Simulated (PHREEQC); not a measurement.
Make-up at 40 °C: 0.83 mol HF, 0.002 mol KF, 1.7e-05 mol H4SiO4 and 0.77 mol HCl per kg of water. It is in equilibrium with CO2 at log p = 0 (atm). Otherwise closed; pH follows from the charge balance.

Equilibrium calculation in PHREEQC: ion-association model, wateq4f.dat.

The pH is 0.24 and the ionic strength is 0.772 mol/kgw. The activity of water is 0.963 and the total alkalinity comes out as -1600 meq/kg.

```tsv
species	molality	activity	log γ
Cl-	0.770	0.468	-0.217
H+	0.770	0.574	-0.127
HF	0.362	0.432	0.077
H2F2	0.234	0.279	0.077
CO2	0.0199	0.0237	0.077
K+	0.00200	0.00121	-0.217
HF2-	0.00117	0.000689	-0.228
F-	0.000643	0.000380	-0.228
```

No solid was allowed to form. Caution: at this ionic strength the ion-association model is outside its range; a Pitzer model would be the better tool where its parameters exist. wateq4f.dat counts part of the HF as a dimer, H2F2, which phreeqc.dat doesn't know; its constant is uncertain. At this temperature some constants are extrapolated from 25 °C, and those without enthalpy data are left unchanged. SiF6-2 is the database's only silicon fluoride.
